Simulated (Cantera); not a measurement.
A Cantera script and what it prints.

```python
import numpy as np
import cantera as ct

gas_names = """
    F F2 H HF H2 H2F2 H3F3 H4F4 H5F5 H6F6 H7F7 Si SiF SiF2 SiF3 SiF4 SiH SiHF3 SiH2 SiH2F2 SiH3 SiH3F
    SiH4 Si2 Si3
""".split()
cond_names = """
    Si(cr) Si(L)
""".split()


def load(file, names, dense=False):
    # The tables refer to 1 bar. Condensed volumes are neglected.
    table = {s.name: s for s in ct.Species.list_from_file(file)}
    out = []
    for n in names:
        d = dict(table[n].input_data)
        d["thermo"] = dict(d["thermo"], **{"reference-pressure": 1e5})
        if dense:
            d["equation-of-state"] = {"model": "constant-volume", "density": "1e6 g/cm^3"}
        out.append(ct.Species.from_dict(d))
    return out


gas = ct.Solution(thermo="ideal-gas", species=load("nasa_gas.yaml", gas_names))
cond = {s.name: ct.Solution(thermo="fixed-stoichiometry", species=[s], name=s.name)
        for s in load("nasa_condensed.yaml", cond_names, dense=True)}
atoms = {
    'Si': {'Si': 1},
    'HF': {'H': 1, 'F': 1},
    'H2': {'H': 2},
}
top_T = {}  # K; cautious upper limits of use, not melting points


def equilibrate(T, P, feed):
    n = {}
    for name, mol in feed.items():
        for a, k in atoms[name].items():
            n[a] = n.get(a, 0.0) + k * mol
    gas.TPX = T, P, n
    mass = sum(n.values()) * gas.mean_molecular_weight
    gas.equilibrate("TP")
    valid = [c for c in cond.values() if c.min_temp <= T <= top_T.get(c.name, c.max_temp)]
    mix = ct.Mixture([(gas, mass / gas.mean_molecular_weight)] + [(c, 0.0) for c in valid])
    mix.T, mix.P = T, P
    mix.equilibrate("TP", solver="vcs", rtol=1e-11, max_steps=5000)
    return mix


results = []
feed = {'Si': 1, 'HF': 10, 'H2': 0.9}  # mol
T = 1573.15  # K
P = 26000  # Pa
mix = equilibrate(T, P, feed)
results.append((T, P, feed, dict(zip(mix.species_names, mix.species_moles))))
print(gas.report(threshold=0.0001))
for i in range(1, mix.n_phases):
    print(f"{mix.phase(i).name:16s} {mix.phase_moles(i):12.5e} mol")
```

It prints:

```
       temperature   1573.2 K
          pressure   26000 Pa
           density   0.046169 kg/m^3
  mean mol. weight   23.226 kg/kmol
   phase of matter   gas

                          1 kg             1 kmol
                     ---------------   ---------------
          enthalpy       -1.2091e+07       -2.8083e+08  J
   internal energy       -1.2654e+07       -2.9391e+08  J
           entropy             10821        2.5132e+05  J/K
    Gibbs function       -2.9113e+07        -6.762e+08  J
 heat capacity c_p            1719.8             39945  J/K
 heat capacity c_v            1361.8             31630  J/K

                      mass frac. Y      mole frac. X     chem. pot. / RT
                     ---------------   ---------------   ---------------
                HF           0.52215           0.60619           -46.607
                H2          0.025412           0.29277           -21.318
              SiF3        0.00052899        0.00014441           -134.44
              SiF4           0.45176           0.10082           -170.39
     [  +21 minor]        0.00015023        8.3866e-05

Si(cr)            0.00000e+00 mol
```

These are equilibrium values from Cantera (NASA tables, ideal gas, pure condensed phases), not measurements of a reactor. The tables' values for SiF3 are old estimates; treat these amounts as uncertain.
